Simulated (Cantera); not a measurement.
Charge: 1 mol Si3N4, 1.6 mol H2O, 160 mol H2, 0.078 mol CO2, held at 130 Pa.

Method: chemical equilibrium by Gibbs-energy minimisation in Cantera with the NASA 1993 tables (ideal gas, pure condensed phases). Candidate condensed phases: C, C6H6, C7H8, C8H18, H2O, Si, SiC, SiO2, Si2N2O, Si3N4; 151 gas species. Gases not in the tables: Si2H6 and higher silanes. Kinetics and transport are ignored.

Problem. At 1750 °C, list the 5 most abundant gas species with their mole fractions, and the condensed phases.

Solution. H2 0.920, H 0.0505, N2 0.0117, SiO 0.00982, Si 0.00750. Condensed: gas only.
